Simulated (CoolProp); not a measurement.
Saturated liquid density (kg/m³) of n-heptane: the reference equation beside estimates from Tc = 268.1 °C, pc = 27.74 bar, ω = 0.349.

Values from CoolProp's reference Helmholtz-energy equation of state, Span 2003. It is a short technical equation, of lower accuracy than the large ones.

```csv
T (°C),reference,van der Waals,Soave-Redlich-Kwong
141.55,570.4,330.8,502.7
146.85,564.6,327.3,496.5
152.05,558.7,323.8,490.2
157.35,552.6,320.1,483.6
162.55,546.5,316.4,476.9
167.75,540.2,312.6,469.9
173.05,533.6,308.6,462.5
178.25,526.9,304.6,455.1
183.55,519.8,300.4,447.1
188.75,512.7,296.1,439.1
194.05,505.1,291.6,430.5
```

Absolute difference from the reference over all 11 rows, mean and median: van der Waals 42.1 and 42.1 %, Soave-Redlich-Kwong 13.1 and 13.0 %.
